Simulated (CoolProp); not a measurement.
100 sccm (0 °C, 1 atm) of nitrogen bubbles through liquid n-perfluorohexane at 289.8 K and leaves saturated at a total pressure of 0.15 MPa (ideal gas phase). Each further row changes one setting.

Computed with CoolProp (reference Helmholtz-energy equation of state, Gao 2022).

```
case                      vapour pressure (kPa)  mole fraction of vapour  delivery (mg/min)  delivery (sccm)  change of delivery for a bath 1 K warmer (%)
------------------------  ---------------------  -----------------------  -----------------  ---------------  --------------------------------------------
as stated                                  20.1                    0.134                234             15.5                                           5.6
bath temperature 294.8 K                   25.3                    0.169                307             20.3                                           5.6
total pressure 0.3 MPa                     20.1                   0.0671                108             7.19                                           5.2
```
